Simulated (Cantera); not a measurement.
A closed system holds: 1 mol SiH2Cl2, 0.056 mol HCl, 1.6 mol H2, at 2498 K and 1.33 mbar.

These are equilibrium values from Cantera (NASA tables, ideal gas, pure condensed phases), not measurements of a reactor. Candidate condensed phases: Si; 19 gas species. The tables' values for SiCl are old estimates; treat these amounts as uncertain. Equilibrium is a limit: real reactors are often held back by kinetics, nucleation or transport.

Base state: H 0.309, H2 0.205, Cl 0.165, HCl 0.155, Si 0.150, SiCl 0.00809, SiCl2 0.00736, SiH 0.000657 (mole fractions); condensed: gas only.

What changes in the equilibrium state with this change: temperature from 2498 K to 1825 K?


```csv
species,before,after
H2,0.205,0.611
HCl,0.155,0.191
SiCl2,0.00736,0.179
H,0.309,0.00943
Cl,0.165,0.00225
Si,0.150,0.00341
SiCl3,5.26e-6,0.000726
Si2,0.000171,2.22e-5
SiH,0.000657,0.000103
SiCl,0.00809,0.00228
SiH2,8.91e-6,2.18e-5
"Si(l), mol",0,0.314
```
The tables' values for SiCl, SiCl3 are old estimates; treat these amounts as uncertain. Gases not in the tables: Si2H6 and higher silanes.

What changes in the equilibrium state with this change: SiH2Cl2 replaced by Si(CH3)4?


| species | before | after |
|---|---|---|
| H | 0.309 | 0.456 |
| H2 | 0.205 | 0.446 |
| Si | 0.150 | 0.0691 |
| Cl | 0.165 | 0.00207 |
| HCl | 0.155 | 0.00287 |
| SiC2 | 0 | 0.0178 |
| C2H2 (acetylene) | 0 | 0.00478 |
| Si2C | 0 | 0.000812 |
| C3 | 0 | 0.000361 |
| C2H | 0 | 0.000349 |
| C(graphite), mol | 0 | 3.46 |
Further candidate phases: C, C6H6, C7H8, C8H18, SiC.
